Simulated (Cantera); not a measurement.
An isothermal, constant-pressure homogeneous reactor starts with H₂ : O₂ : N₂ = 1.2 : 1 : 4.6 (molar parts), equivalence ratio 0.60, at 1325 K and 0.711 atm. Integrator tolerance rtol = 1e-08.

Cantera simulation using the H2/O2 subset of GRI-Mech 3.0, which has no nitrogen chemistry; the numbers are that mechanism's predictions, not measurements. The temperature is held fixed by assumption; the heat of reaction is taken as removed at once.

Task: What does this change do: temperature 1325 to 850 K?

Result: 
| quantity | before | after |
|---|---|---|
| x(H₂) at 1.00 s | 1.21e-7 (gas-phase equilibrium 1.21e-7) | 0.176 (gas-phase equilibrium <1e-12) |
| x(O₂) at 1.00 s | 0.0645 (gas-phase equilibrium 0.0645) | 0.147 (gas-phase equilibrium 0.0645) |
| x(H₂O₂) at 1.00 s | 2.76e-9 (gas-phase equilibrium 2.76e-9) | 2.26e-5 (gas-phase equilibrium 1.23e-11) |
| x(OH) at 1.00 s | 1.57e-5 (gas-phase equilibrium 1.57e-5) | 1.15e-10 (gas-phase equilibrium 4.13e-9) |
| x(H₂O) at 1.00 s | 0.194 (gas-phase equilibrium 0.194) | 4.13e-5 (gas-phase equilibrium 0.194) |
| x(H) at 1.00 s | 6.76e-10 (gas-phase equilibrium 6.76e-10) | 1.92e-9 (gas-phase equilibrium <1e-12) |
Below about 950 K walls govern HO2 and H2O2 in real vessels.
